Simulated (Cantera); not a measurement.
An isothermal plug-flow reactor at 675 K and 0.395 atm (inlet), inlet velocity 2.4 m/s, active area per volume 1200 1/m; feed CO : O₂ : N₂ : H₂O = 0.021 : 0.05 : 0.79 : 0.092 (molar parts).

Cantera simulation using Deutschmann's 1995 Pt surface mechanism with GRI-Mech 3.0 gas chemistry; the numbers are that mechanism's predictions, not measurements. Catalytic surfaces can have several steady states; this one follows from the mechanism file's or the stated starting coverage. Mass transfer to the wall is taken as infinitely fast.

One state of this run: x CO = 0.0168; x O₂ = 0.0500; x H₂O = 0.0968; x CO₂ = 0.00531; θ free Pt = 0.0405; θ O* = 0.00539; θ OH* = 0.000678; θ CO* = 0.953. x: gas mole fraction; θ: surface coverage.

Task: Which value of z (m) does it belong to?
A) 0.0083
B) 0.083
C) 0.00083
D) 0.039

Result: A, 0.0083
